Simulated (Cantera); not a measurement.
Gas mixture: 85.9 % NO, 14.1 % N2O, at 8.68 atm, frozen composition.

Cantera's kinetic-theory transport with the Lennard-Jones parameters of GRI-Mech 3.0, ideal gas; thermal conductivity in the mixture-averaged form. The composition is frozen, though it would react at the higher temperatures.

D: mixture-averaged diffusion coefficient of that species in the mixture.

| T (K) | ρ (kg/m³) | cp (J/kg/K) | μ (µPa s) | λ (mW/m/K) | Pr | D (cm²/s) OH | D (cm²/s) NH3 | D (cm²/s) C2H2 |
|---|---|---|---|---|---|---|---|---|
| 400 | 8.46 | 993.1 | 22.5 | 31.3 | 0.712 | (withheld) | 0.0415 | 0.0304 |
| 600 | 5.64 | 1053 | 30.1 | 44.5 | 0.712 | (withheld) | 0.0876 | 0.0622 |
| 800 | 4.23 | 1112 | 36.6 | 56.9 | 0.715 | (withheld) | 0.146 | 0.102 |
| 1000 | 3.39 | 1156 | 42.5 | 68.5 | 0.717 | (withheld) | 0.216 | 0.149 |
| 1200 | 2.82 | 1186 | 47.9 | 79.4 | 0.715 | (withheld) | 0.295 | 0.202 |
| 1400 | 2.42 | 1209 | 53.0 | 89.7 | 0.715 | (withheld) | 0.384 | 0.262 |
| 1600 | 2.12 | 1229 | 57.8 | 99.4 | 0.715 | (withheld) | 0.481 | 0.327 |

### Question
Some entries are withheld; supply them.

### Answer

- 400, D (cm²/s) OH: 0.0574
- 600, D (cm²/s) OH: 0.115
- 800, D (cm²/s) OH: 0.186
- 1000, D (cm²/s) OH: 0.270
- 1200, D (cm²/s) OH: 0.366
- 1400, D (cm²/s) OH: 0.472
- 1600, D (cm²/s) OH: 0.590
